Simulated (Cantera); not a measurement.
Input (Python, Cantera) and output of one run.

```python
import numpy as np
import cantera as ct

gas_names = """
    C CN CO CO2 C2 CCN CNC C2N2 C2O C3 C3O2 C4 C4N2 C5 N NCO NO NO2 NO3 N2 N2O O O2 O3 Si SiC SiC2 SiN
    SiO SiO2 Si2 Si2C Si2N Si3
""".split()
cond_names = """
    C(gr) Si(cr) Si(L) SiC(b) SiO2(Lqz) SiO2(hqz) SiO2(L) Si2N2O(s) Si3N4(a)
""".split()


# ... load() reads the species with a 1 bar reference pressure and builds the phases ...
atoms = {
    'SiC': {'Si': 1, 'C': 1},
    'N2O': {'N': 2, 'O': 1},
    'N2': {'N': 2},
}
top_T = {'C(gr)': 4500, 'SiC(b)': 3050, 'Si2N2O(s)': 2100, 'Si3N4(a)': 2400}  # K; cautious upper limits of use, not melting points


# ... equilibrate(T, P, feed) seeds the gas with the atoms and calls Mixture.equilibrate('TP', solver="vcs", rtol=1e-11, max_steps=5000) ...
results = []
feed = {'SiC': 1, 'N2O': 0.17, 'N2': 29}  # mol
P = 11  # Pa
for T in [950, 1000, 1050, 1100, 1150, 1200, 1250, 1300, 1350, 1400]:
    mix = equilibrate(T, P, feed)
    results.append((T, P, feed, dict(zip(mix.species_names, mix.species_moles))))

top = {s: max(r[3][s] / sum(r[3][g] for g in gas_names) for r in results) for s in gas_names}
cols = sorted((s for s in top if top[s] > 1e-06), key=lambda s: -top[s])[:5]
seen = [c for c in cond_names if any(r[3].get(c, 0) > 1e-12 for r in results)]
print("log10 of partial pressures in bar; condensed amounts in mol")
print(f"{'T/K':>10s}" + "".join(f"{s[:9]:>10s}" for s in cols + seen))
for T, P, feed, n in results:
    ng = sum(n[g] for g in gas_names)
    print(f"{T:10.4g}" + "".join(f"{np.log10(max(n[s] / ng * P / 1e5, 1e-99)):10.3f}" for s in cols)
          + "".join(f"{n.get(c, 0):10.4g}" for c in seen))
```

It prints:

```
log10 of partial pressures in bar; condensed amounts in mol
       T/K        N2        CO       SiO     C(gr)    SiC(b) Si2N2O(s)  Si3N4(a)
       950    -3.959   -12.017   -17.947         1         0      0.17      0.22
      1000    -3.959   -11.105   -16.332         1         0      0.17      0.22
      1050    -3.959   -10.281   -14.873         1         0      0.17      0.22
      1100    -3.959    -9.533   -13.549    0.9999         0    0.1699    0.2201
      1150    -3.959    -8.748   -12.291    0.3386    0.6609    0.1695         0
      1200    -3.959    -7.462   -10.856    0.3127    0.6782    0.1609         0
      1250    -3.960    -6.370    -9.566         0    0.8867   0.05662         0
      1300    -3.960    -6.371    -8.714         0    0.8868   0.05632         0
      1350    -3.960    -6.374    -7.928         0    0.8877   0.05457         0
      1400    -3.960    -6.392    -7.203         0    0.8922   0.04556         0
```

Method: chemical equilibrium by Gibbs-energy minimisation in Cantera with the NASA 1993 tables (ideal gas, pure condensed phases). Mutual solubility and eutectic melting of coexisting phases are not modelled.
